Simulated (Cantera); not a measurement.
A closed system holds: 1 mol B, 0.094 mol O2, held at 1975 K and 10.0 Torr.

Cantera equilibrium calculation (NASA polynomials, part measured and part estimated; ideal gas, pure solids and liquids). Candidate condensed phases: B, B2O3; 10 gas species. The numbers say what is thermodynamically allowed, not how fast it happens.

Q: What is the equilibrium state?

A: 
* **x(B2O2)**: 0.795
* **x(B2O3)**: 0.110
* **x(BO)**: 0.0934
* **x(B2O)**: 0.00129
* **x(BO2)**: 1.44e-5
* **x(B)**: 6.56e-6
* **n(B(s))**: 0.822 mol
* **gas amount**: 0.09327 mol
